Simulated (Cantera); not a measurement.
Input (Python, Cantera) and output of one run.

```python
import numpy as np
import cantera as ct

gas_names = [...]  # 110 gases of nasa_gas.yaml made of C, F, H
cond_names = """
    C(gr) C6H6(L) C7H8(L) C8H18(L),n-octa
""".split()


# ... load() reads the species with a 1 bar reference pressure and builds the phases ...
atoms = {
    'CHF3': {'C': 1, 'H': 1, 'F': 3},
}
top_T = {'C(gr)': 4500}  # K; cautious upper limits of use, not melting points


# ... equilibrate(T, P, feed) seeds the gas with the atoms and calls Mixture.equilibrate('TP', solver="vcs", rtol=1e-11, max_steps=5000) ...
results = []
feed = {'CHF3': 1}  # mol
P = 1000  # Pa
for T in [3000, 3250, 3500, 3750, 4000, 4250, 4500, 4750, 5000]:
    mix = equilibrate(T, P, feed)
    results.append((T, P, feed, dict(zip(mix.species_names, mix.species_moles))))

top = {s: max(r[3][s] / sum(r[3][g] for g in gas_names) for r in results) for s in gas_names}
cols = sorted((s for s in top if top[s] > 1e-05), key=lambda s: -top[s])[:5]
seen = [c for c in cond_names if any(r[3].get(c, 0) > 1e-12 for r in results)]
print("log10 of partial pressures in bar; condensed amounts in mol")
print(f"{'T/K':>10s}" + "".join(f"{s[:9]:>10s}" for s in cols + seen))
for T, P, feed, n in results:
    ng = sum(n[g] for g in gas_names)
    print(f"{T:10.4g}" + "".join(f"{np.log10(max(n[s] / ng * P / 1e5, 1e-99)):10.3f}" for s in cols)
          + "".join(f"{n.get(c, 0):10.4g}" for c in seen))
```

It prints:

```
log10 of partial pressures in bar; condensed amounts in mol
       T/K         F        HF         H         C        CF     C(gr)
      3000    -2.256    -2.503    -4.058    -4.295    -3.193    0.4085
      3250    -2.254    -2.611    -3.370    -3.606    -3.248         0
      3500    -2.234    -2.853    -2.947    -3.161    -3.423         0
      3750    -2.226    -3.267    -2.774    -2.876    -3.686         0
      4000    -2.224    -3.736    -2.723    -2.753    -4.051         0
      4250    -2.223    -4.181    -2.708    -2.717    -4.444         0
      4500    -2.222    -4.586    -2.702    -2.706    -4.817         0
      4750    -2.222    -4.952    -2.700    -2.702    -5.157         0
      5000    -2.222    -5.283    -2.700    -2.701    -5.466         0
```

These are equilibrium values from Cantera (NASA tables, ideal gas, pure condensed phases), not measurements of a reactor.
